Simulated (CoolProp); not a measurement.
Vapour-liquid equilibrium of acetone (1) + ethanol (2) at 0.0329 bar; x and y are mole fractions of (1).

Values from CoolProp's multi-fluid Helmholtz-energy mixture model, Lemmon 2006 and Schroeder 2014; pair parameters Bell 2016.

| x | bubble temperature (°C) | y at the bubble point | dew temperature at overall composition x (°C) | liquid density (mol/L) |
|---|---|---|---|---|
| 0.05 | 4.3 | 0.376 | 10.0 | 17.20 |
| 0.125 | -1.9 | [?] | 8.8 | 17.00 |
| 0.2 | -5.7 | 0.732 | 7.6 | 16.76 |
| 0.275 | [?] | 0.792 | 6.3 | 16.51 |
| 0.35 | -10.1 | 0.830 | [?] | 16.25 |
| 0.425 | -11.4 | 0.857 | 3.2 | [?] |
| 0.5 | -12.5 | 0.878 | 1.5 | 15.75 |
| 0.575 | [?] | [?] | -0.5 | 15.51 |
| 0.65 | -14.3 | 0.913 | -2.8 | 15.28 |
| 0.725 | -15.1 | [?] | -5.4 | 15.06 |
| 0.8 | -15.9 | 0.946 | -8.6 | 14.84 |
| 0.875 | -16.7 | 0.965 | -12.4 | 14.64 |
| 0.95 | -17.5 | [?] | -16.1 | 14.44 |

### Question
Some entries are withheld; supply them.

### Answer

- 0.125, y at the bubble point: 0.621
- 0.275, bubble temperature (°C): -8.2
- 0.35, dew temperature at overall composition x (°C): 4.8
- 0.425, liquid density (mol/L): 16.00
- 0.575, bubble temperature (°C): -13.5
- 0.575, y at the bubble point: 0.896
- 0.725, y at the bubble point: 0.929
- 0.95, y at the bubble point: 0.985

No azeotrope shows between x = 0.05 and 0.95.

Pair parameters are fitted to limited data, so mixtures are less certain than the pure fluids.
